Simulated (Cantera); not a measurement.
Charge: 1 mol Al, 2 mol Cl2, 26 mol N2, at 700 K and 100 Torr.

Method: chemical equilibrium by Gibbs-energy minimisation in Cantera with the NASA 1993 tables (ideal gas, pure condensed phases). Candidate condensed phases: Al, AlCl3, AlN; 11 gas species. Kinetics and transport are ignored.

Base state: N2 0.950, AlCl3 0.0277, Cl2 0.0183, Al2Cl6 0.00442 (mole fractions); condensed: gas only.

Task: What changes in the equilibrium state with this change: Cl2 from 2 to 1.1 mol?

Result: 
```tsv
species	before	after
N2	0.950	0.975
AlCl3	0.0277	0.0220
Al2Cl6	0.00442	0.00280
Cl2	0.0183	<1e-9
AlN(s), mol	0	0.267
```
